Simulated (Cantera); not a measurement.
# Thermodynamics of fluorocarbon and chlorocarbon gases, feed CH3F + H2

Input: 1 mol CH3F, 8.8 mol H2, at 1.00 Torr.

Method: chemical equilibrium by Gibbs-energy minimisation in Cantera with the NASA 1993 tables (ideal gas, pure condensed phases). Candidate condensed phases: C, C6H6, C7H8, C8H18; 95 gas species. Rates play no part.

From 1773 K to 2473 K the condensed part is C(graphite). The main C-bearing gas is C2H2 (acetylene) throughout. The share of C in condensed phases is highest at 1773 K (99.7 %) and lowest at 2473 K (84.8 %).

```csv
T (K),x H2,x H,x HF,x C2H2 (acetylene),x C2H,x C3,n C(graphite)
1773,0.900,0.00739,0.0923,0.000126,8.07e-9,3.72e-11,0.997
1873,0.891,0.0167,0.0918,0.000278,6.14e-8,7.32e-10,0.994
1973,0.874,0.0345,0.0910,0.000560,3.77e-7,1.06e-8,0.988
2073,0.843,0.0661,0.0895,0.00103,1.93e-6,1.18e-7,0.977
2173,0.793,0.118,0.0871,0.00175,8.34e-6,1.04e-6,0.959
2273,0.719,0.195,0.0835,0.00271,3.10e-5,7.57e-6,0.934
2373,0.617,0.300,0.0786,0.00380,9.98e-5,4.63e-5,0.898
2473,0.493,0.429,0.0726,0.00475,0.000280,0.000244,0.848
```
x: gas mole fraction; n: condensed amount in mol.
